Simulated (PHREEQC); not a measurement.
A solution holds 190 mmol/kgw Na2CO3, 1 mmol/kgw HF, 0.031 mmol/kgw CO2 and 20 mmol/kgw TMAH, at 25 °C. Closed to the air; pH follows from the charge balance.

Computed with PHREEQC (ion-association model, phreeqc.dat).

No solid was allowed to form.

Problem. Predict the pH, ionic strength, density.

Solution. pH 12.10; ionic strength 0.378 mol/kgw; density 1.019 g/cm³.

Problem. In which forms is C present?

Solution. NaCO3- 56 %, CO3-2 44 % of the C.

(CH3)4N+ isn't in the database: it is added as a free cation with an ion size of 4 Å.
